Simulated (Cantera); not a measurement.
A perfectly stirred reactor is fed with H₂ : O₂ : N₂ = 1.7 : 1 : 0.52 (molar parts), equivalence ratio 0.85, at 0.109 atm; it is held at 1275 K, and followed from long to short residence time.

Model: GRI-Mech 3.0 (53 species, 325 reactions), integrated in Cantera. The temperature is held fixed by assumption; the heat of reaction is taken as removed at once.

Task: What does this change do: temperature 1275 to 1023 K?

Result: 
| quantity | before | after |
|---|---|---|
| x(H₂) at τ = 2.90 s | 0.000604 | 0.00166 |
| x(O₂) at τ = 2.90 s | 0.0633 | 0.0640 |
| x(O) at τ = 2.90 s | 7.50e-5 | 2.55e-5 |
| x(OH) at τ = 2.90 s | 0.000773 | 0.000114 |
| x(NO) at τ = 2.90 s | 1.77e-7 | 8.57e-9 |
| x(H₂) at τ = 49.0 ms | 0.00845 | 0.0162 |
| x(O₂) at τ = 49.0 ms | 0.0663 | 0.0707 |
| x(O) at τ = 49.0 ms | 0.00120 | 0.000459 |
| x(OH) at τ = 49.0 ms | 0.00306 | 0.000632 |
| x(NO) at τ = 49.0 ms | 6.06e-7 | 8.56e-8 |
Radical loss at walls, strong at low pressure, is not modelled.

Task: What does this change do: pressure from 0.109 atm to 0.355 atm?

Result: 
```json
[
 {"quantity": "x(H₂) at τ = 2.90 s", "before": "0.000604", "after": "0.000222"},
 {"quantity": "x(O₂) at τ = 2.90 s", "before": "0.0633", "after": "0.0633"},
 {"quantity": "x(O) at τ = 2.90 s", "before": "7.50e-5", "after": "1.15e-5"},
 {"quantity": "x(OH) at τ = 2.90 s", "before": "0.000773", "after": "0.000288"},
 {"quantity": "x(NO) at τ = 2.90 s", "before": "1.77e-7", "after": "1.74e-7"},
 {"quantity": "x(H₂) at τ = 49.0 ms", "before": "0.00845", "after": "0.00318"},
 {"quantity": "x(O₂) at τ = 49.0 ms", "before": "0.0663", "after": "0.0644"},
 {"quantity": "x(O) at τ = 49.0 ms", "before": "0.00120", "after": "0.000216"},
 {"quantity": "x(OH) at τ = 49.0 ms", "before": "0.00306", "after": "0.00116"},
 {"quantity": "x(NO) at τ = 49.0 ms", "before": "6.06e-7", "after": "1.67e-7"}
]
```

Task: What does this change do: pressure from 0.109 atm to 0.132 atm?

Result: 
| quantity | before | after |
|---|---|---|
| x(H₂) at τ = 2.90 s | 0.000604 | 0.000495 |
| x(O₂) at τ = 2.90 s | 0.0633 | 0.0633 |
| x(O) at τ = 2.90 s | 7.50e-5 | 5.66e-5 |
| x(OH) at τ = 2.90 s | 0.000773 | 0.000669 |
| x(NO) at τ = 2.90 s | 1.77e-7 | 1.81e-7 |
| x(H₂) at τ = 49.0 ms | 0.00845 | 0.00701 |
| x(O₂) at τ = 49.0 ms | 0.0663 | 0.0657 |
| x(O) at τ = 49.0 ms | 0.00120 | 0.000923 |
| x(OH) at τ = 49.0 ms | 0.00306 | 0.00266 |
| x(NO) at τ = 49.0 ms | 6.06e-7 | 4.85e-7 |
